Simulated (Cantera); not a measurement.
Feed: 1 mol H2S, 0.074 mol O2, held at 2552 °C and 24800 Torr.

Equilibrium computed with Cantera from the NASA thermochemical tables; the gas is ideal and each condensed phase is pure. Candidate condensed phases: H2O, H2SO4, S; 19 gas species. The ideal-gas law is rough above about 30 bar. Rates play no part.

Base state: H2 0.426, S2 0.227, H2S 0.141, H2O 0.0894, SH 0.0808, S 0.0122, H 0.0101, SO 0.00938 (mole fractions); condensed: gas only.

Q: What changes in the equilibrium state with this change: temperature from 2552 °C to 2325 °C?

A: 
```json
[
 {"species": "H2", "before": "0.426", "after": "0.405"},
 {"species": "S2", "before": "0.227", "after": "0.230"},
 {"species": "H2S", "before": "0.141", "after": "0.189"},
 {"species": "SH", "before": "0.0808", "after": "0.0604"},
 {"species": "H", "before": "0.0101", "after": "0.00422"},
 {"species": "S", "before": "0.0122", "after": "0.00544"},
 {"species": "H2O", "before": "0.0894", "after": "0.0979"},
 {"species": "OH", "before": "0.000612", "after": "0.000235"},
 {"species": "SO", "before": "0.00938", "after": "0.00532"},
 {"species": "SO2", "before": "0.00160", "after": "0.00125"}
]
```
